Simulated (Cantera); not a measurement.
Charge: 1 mol Ti(OiPr)4, a varied amount of H2O, 54 mol H2, held at 1600 K and 2.18 Torr.

Equilibrium computed with Cantera from the NASA thermochemical tables; the gas is ideal and each condensed phase is pure. Candidate condensed phases: C, C6H6, C7H8, C8H18, H2O, Ti, TiC, TiO, TiO2, Ti2O3, Ti3O5, Ti4O7; 113 gas species. The feed counts by its element totals alone. Mutual solubility and eutectic melting of coexisting phases are not modelled. TiC: taken at fixed stoichiometry. Condensed phases not in the tables: Magnéli phases beyond Ti4O7. The numbers say what is thermodynamically allowed, not how fast it happens.

x: gas mole fraction; n: condensed amount in mol.

```tsv
n(H2O) (mol)	x H2	x CO	x H2O	x CO2	n C(graphite)	n TiC(s)	n Ti2O3(s)	n Ti3O5(s)	n TiO2(rutile)
0.57	0.937	0.0625	1.48e-7	3.29e-9	6.43	1.00	0	0	0
0.74	0.935	0.0645	1.53e-7	3.51e-9	6.26	1.00	0	0	0
0.95	0.932	0.0669	1.58e-7	3.78e-9	6.05	1.00	0	0	0
1.2	0.929	0.0699	1.65e-7	4.12e-9	5.80	1.00	0	0	0
1.6	0.925	0.0744	1.74e-7	4.67e-9	5.40	1.00	0	0	0
2.1	0.919	0.0800	1.86e-7	5.40e-9	4.90	1.00	0	0	0
2.7	0.912	0.0865	2.00e-7	6.31e-9	4.30	1.00	0	0	0
3.5	0.904	0.0949	2.17e-7	7.59e-9	3.50	1.00	0	0	0
4.5	0.894	[?]	[?]	[?]	[?]	1.00	0	0	0
5.9	0.881	0.118	2.64e-7	1.18e-8	1.10	1.00	0	0	0
7.6	0.870	0.129	3.13e-5	1.55e-6	0	0.761	0.119	0	0
9.9	0.863	0.133	0.00247	0.000127	0	0	0	0.333	0
13	0.839	0.127	0.0307	0.00155	0	0	0	0	1.000
```

Problem. Some entries are withheld; supply them.

Solution. 
- 4.5, x CO: 0.105
- 4.5, x H2O: 2.38e-7
- 4.5, x CO2: 9.28e-9
- 4.5, n C(graphite): 2.50
